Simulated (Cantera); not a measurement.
Cantera run:

```python
import numpy as np
import cantera as ct

gas_names = """
    H HNO HNO2 HNO3 HO2 H2 H2O H2O2 N NH NH2 NH3 NH2OH NO NO2 NO3 N2 N2H2 N2H4 N2O O OH O2 O3 Si SiH
    SiH2 SiH3 SiH4 SiN SiO SiO2 Si2 Si2N Si3
""".split()
cond_names = """
    H2O(s) H2O(L) Si(cr) Si(L) SiO2(Lqz) SiO2(hqz) SiO2(L) Si2N2O(s) Si3N4(a)
""".split()


def load(file, names, dense=False):
    # The tables refer to 1 bar. Condensed volumes are neglected.
    table = {s.name: s for s in ct.Species.list_from_file(file)}
    out = []
    for n in names:
        d = dict(table[n].input_data)
        d["thermo"] = dict(d["thermo"], **{"reference-pressure": 1e5})
        if dense:
            d["equation-of-state"] = {"model": "constant-volume", "density": "1e6 g/cm^3"}
        out.append(ct.Species.from_dict(d))
    return out


gas = ct.Solution(thermo="ideal-gas", species=load("nasa_gas.yaml", gas_names))
cond = {s.name: ct.Solution(thermo="fixed-stoichiometry", species=[s], name=s.name)
        for s in load("nasa_condensed.yaml", cond_names, dense=True)}
atoms = {
    'Si3N4': {'Si': 3, 'N': 4},
    'O2': {'O': 2},
    'H2': {'H': 2},
}
top_T = {'Si2N2O(s)': 2100, 'Si3N4(a)': 2400}  # K; cautious upper limits of use, not melting points


def equilibrate(T, P, feed):
    n = {}
    for name, mol in feed.items():
        for a, k in atoms[name].items():
            n[a] = n.get(a, 0.0) + k * mol
    gas.TPX = T, P, n
    mass = sum(n.values()) * gas.mean_molecular_weight
    gas.equilibrate("TP")
    valid = [c for c in cond.values() if c.min_temp <= T <= top_T.get(c.name, c.max_temp)]
    mix = ct.Mixture([(gas, mass / gas.mean_molecular_weight)] + [(c, 0.0) for c in valid])
    mix.T, mix.P = T, P
    mix.equilibrate("TP", solver="vcs", rtol=1e-11, max_steps=5000)
    return mix


results = []
feed = {'Si3N4': 1, 'O2': 1.6, 'H2': 2.1}  # mol
T = 1123  # K
P = 3900  # Pa
mix = equilibrate(T, P, feed)
results.append((T, P, feed, dict(zip(mix.species_names, mix.species_moles))))
print(gas.report(threshold=1e-06))
for i in range(1, mix.n_phases):
    print(f"{mix.phase(i).name:16s} {mix.phase_moles(i):12.5e} mol")
```

It prints:

```
       temperature   1123 K
          pressure   3900 Pa
           density   0.0045 kg/m^3
  mean mol. weight   10.774 kg/kmol
   phase of matter   gas

                          1 kg             1 kmol
                     ---------------   ---------------
          enthalpy         2.301e+06         2.479e+07  J
   internal energy        1.4343e+06        1.5453e+07  J
           entropy             20701        2.2302e+05  J/K
    Gibbs function       -2.0946e+07       -2.2567e+08  J
 heat capacity c_p            2933.1             31600  J/K
 heat capacity c_v            2161.4             23286  J/K

                      mass frac. Y      mole frac. X     chem. pot. / RT
                     ---------------   ---------------   ---------------
                H2           0.12409           0.66312           -21.457
               H2O        6.7762e-05        4.0524e-05           -64.496
               NH3        5.4201e-06        3.4287e-06           -46.936
                N2           0.87584           0.33683           -29.502
     [  +31 minor]        1.7665e-08        1.7591e-07

Si(cr)            0.00000e+00 mol
SiO2(hqz)         1.13325e+00 mol
Si2N2O(s)         9.33376e-01 mol
Si3N4(a)          0.00000e+00 mol
```

Cantera equilibrium calculation (NASA polynomials, part measured and part estimated; ideal gas, pure solids and liquids). Mutual solubility and eutectic melting of coexisting phases are not modelled.
